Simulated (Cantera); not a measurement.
What does this Cantera script print?

```python
import numpy as np
import cantera as ct

gas = ct.Solution("gri30.yaml")
gas.TPX = 1650, 1700, {'C3H8': 1, 'H2': 32}
reactor = ct.IdealGasConstPressureReactor(gas, energy="off", clone=False)
net = ct.ReactorNet([reactor])
net.rtol, net.atol = 1e-08, 1e-18
show = ['C3H8', 'H2', 'H', 'CH2', 'CH3']
times = np.geomspace(0.0002, 100, 15)

steps = ct.SolutionArray(gas, extra=["t"])
rows = []
print(f"{'t/s':>10s}{'T/K':>9s}{'P/Pa':>11s}" + "".join(f"{s:>11s}" for s in show))
for t in times:
    while net.time < t:
        t_next = net.step()
        steps.append(gas.state, t=t_next)
    rows.append([np.interp(t, steps.t, y) for y in (steps.T, steps.P, *steps(*show).X.T)])
    print(f"{t:10.3e}{rows[-1][0]:9.1f}{rows[-1][1]:11.4g}" + "".join(f"{x:11.3e}" for x in rows[-1][2:]))
rate = np.gradient(steps.T, steps.t)
print("integrator steps:", len(steps.t))
if steps.T.max() > steps.T[0] + 200:
    print(f"time of steepest temperature rise: {steps.t[rate.argmax()]:.4e} s")
gas.TPX = 1650, 1700, {'C3H8': 1, 'H2': 32}
gas.equilibrate("TP")
print(f"equilibrium (TP): T = {gas.T:.1f} K  " + "  ".join(f"{s} {gas[s].X[0]:.3e}" for s in show))
```

Result:

```
       t/s      T/K       P/Pa       C3H8         H2          H        CH2        CH3
 2.000e-04   1650.0       1700  6.671e-03  9.412e-01  4.059e-03  1.143e-05  7.261e-03
 5.106e-04   1650.0       1700  3.554e-05  9.335e-01  4.693e-03  8.539e-06  3.548e-03
 1.304e-03   1650.0       1700  1.242e-08  9.361e-01  2.651e-03  3.407e-06  1.958e-03
 3.328e-03   1650.0       1700  3.666e-09  9.376e-01  1.627e-03  1.480e-06  1.194e-03
 8.498e-03   1650.0       1700  1.633e-09  9.385e-01  1.122e-03  7.580e-07  8.145e-04
 2.170e-02   1650.0       1700  8.166e-10  9.393e-01  8.374e-04  4.385e-07  5.978e-04
 5.539e-02   1650.0       1700  4.133e-10  9.400e-01  6.443e-04  2.627e-07  4.469e-04
 1.414e-01   1650.0       1700  2.592e-10  9.410e-01  5.661e-04  1.960e-07  3.721e-04
 3.611e-01   1650.0       1700  1.827e-10  9.429e-01  5.681e-04  1.767e-07  3.313e-04
 9.218e-01   1650.0       1700  9.090e-11  9.463e-01  5.890e-04  1.484e-07  2.644e-04
 2.354e+00   1650.0       1700  2.389e-11  9.507e-01  6.228e-04  1.039e-07  1.709e-04
 6.009e+00   1650.0       1700  3.122e-12  9.543e-01  6.577e-04  5.688e-08  8.653e-05
 1.534e+01   1650.0       1700  3.108e-13  9.562e-01  6.781e-04  2.571e-08  3.735e-05
 3.917e+01   1650.0       1700  5.460e-14  9.570e-01  6.849e-04  1.148e-08  1.640e-05
 1.000e+02   1650.0       1700  2.572e-14  9.573e-01  6.864e-04  6.999e-09  9.938e-06
integrator steps: 1397
equilibrium (TP): T = 1650.0 K  C3H8 2.322e-14  H2 9.573e-01  H 6.865e-04  CH2 6.477e-09  CH3 9.190e-06
```

Detailed kinetics in Cantera: GRI-Mech 3.0 (53 species, 325 reactions). GRI-Mech 3.0 was tuned for natural gas; its chemistry of propane as a main component is partial and can be far from experiment. GRI-Mech 3.0 stops at C3 and has no aromatics, soot or wall deposition, so with more carbon than oxygen in the feed, carbon stays in small species such as C2H2 where larger ones or solid carbon would form. Radical loss at walls, strong at low pressure, is not modelled.
